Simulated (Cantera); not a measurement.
Input: 1 mol PbO, 0.54 mol H₂, 11 mol N₂, at 1.50 bar.

Equilibrium computed with Cantera from the NASA thermochemical tables; the gas is ideal and each condensed phase is pure. Candidate condensed phases: H₂O, Pb, PbO, PbO₂, Pb₃O₄; 27 gas species. Each liquid is taken as pure. Mutual solubility and eutectic melting of coexisting phases are not modelled. Gases not in the tables: (PbO)n polymers. Equilibrium is a limit: real reactors are often held back by kinetics, nucleation or transport.

### Question
Which condensed phases are stable at each of these points (T (K)): 825, 875, 925, 975, 1025, 1075, 1125, 1175, 1225, 1275, 1325, 1375, 1425, 1475?

### Answer
```json
[
 {"T (K)": "825", "condensed phases": "Pb(l) + PbO(yellow)", "Pb condensed (%)": "100.0"},
 {"T (K)": "875", "condensed phases": "Pb(l) + PbO(yellow)", "Pb condensed (%)": "100.0"},
 {"T (K)": "925", "condensed phases": "Pb(l) + PbO(yellow)", "Pb condensed (%)": "100.0"},
 {"T (K)": "975", "condensed phases": "Pb(l) + PbO(yellow)", "Pb condensed (%)": "100.0"},
 {"T (K)": "1025", "condensed phases": "Pb(l) + PbO(yellow)", "Pb condensed (%)": "100.0"},
 {"T (K)": "1075", "condensed phases": "Pb(l) + PbO(yellow)", "Pb condensed (%)": "99.9"},
 {"T (K)": "1125", "condensed phases": "Pb(l) + PbO(yellow)", "Pb condensed (%)": "99.8"},
 {"T (K)": "1175", "condensed phases": "Pb(l) + PbO(l)", "Pb condensed (%)": "99.6"},
 {"T (K)": "1225", "condensed phases": "Pb(l) + PbO(l)", "Pb condensed (%)": "99.2"},
 {"T (K)": "1275", "condensed phases": "Pb(l) + PbO(l)", "Pb condensed (%)": "98.3"},
 {"T (K)": "1325", "condensed phases": "Pb(l) + PbO(l)", "Pb condensed (%)": "96.7"},
 {"T (K)": "1375", "condensed phases": "Pb(l) + PbO(l)", "Pb condensed (%)": "93.7"},
 {"T (K)": "1425", "condensed phases": "Pb(l) + PbO(l)", "Pb condensed (%)": "88.6"},
 {"T (K)": "1475", "condensed phases": "Pb(l) + PbO(l)", "Pb condensed (%)": "80.0"}
]
```

From 825 K to 1125 K the condensed part is Pb(l) + PbO(yellow). From 1175 K to 1475 K the condensed part is Pb(l) + PbO(l).
